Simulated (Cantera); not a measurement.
Feed: 1 mol SiCl₄, 4.5 mol HCl, 1.5 mol H₂, held at 1400 °C and 9.50 bar.

These are equilibrium values from Cantera (NASA tables, ideal gas, pure condensed phases), not measurements of a reactor. Candidate condensed phases: Si; 19 gas species. The tables' values for SiCl₃ are old estimates; treat these amounts as uncertain. Equilibrium is a limit: real reactors are often held back by kinetics, nucleation or transport.

Question: What is the equilibrium state?

Answer: 
| Quantity | Value |
|---|---|
| x(HCl) | 0.663 |
| x(H₂) | 0.196 |
| x(SiCl₄) | 0.119 |
| x(SiCl₃) | 0.0134 |
| x(SiHCl₃) | 0.00629 |
| x(SiCl₂) | 0.00315 |
| x(SiH₂Cl₂) | 5.76e-5 |
| x(Cl) | 4.33e-5 |
| x(H) | 1.64e-5 |
| gas amount | 7.070 mol |
| log10 activity of Si(s) (absent) | -3.41 |
